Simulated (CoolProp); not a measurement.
The fluid at 238.11 K and 2.23 MPa is throttled through a valve to 0.694 MPa with no heat exchange. The same conditions are run with several fluids, on thermodynamics alone (safety and materials aside).

The numbers come from the reference Helmholtz-energy equation of state of each fluid (nitrogen: Span 2000; carbon monoxide: Lemmon 2006; fluorine: de Reuck 1990; methane: Setzmann 1991; CF4 (R14): Platzer 1990) in CoolProp. The equations of Platzer and Polt are older, rougher fits.

| fluid | temperature change (K) | final density (kg/m³) |
|---|---|---|
| nitrogen | [?] | 10.1 |
| carbon monoxide | [?] | [?] |
| fluorine | [?] | [?] |
| methane | [?] | [?] |
| CF4 (R14) | -17.2 | 35.8 |

Fill in the missing entries.


- nitrogen, temperature change (K): -5.1
- carbon monoxide, temperature change (K): -5.9
- carbon monoxide, final density (kg/m³): 10.2
- fluorine, temperature change (K): -4.6
- fluorine, final density (kg/m³): 13.7
- methane, temperature change (K): -10.9
- methane, final density (kg/m³): 6.08
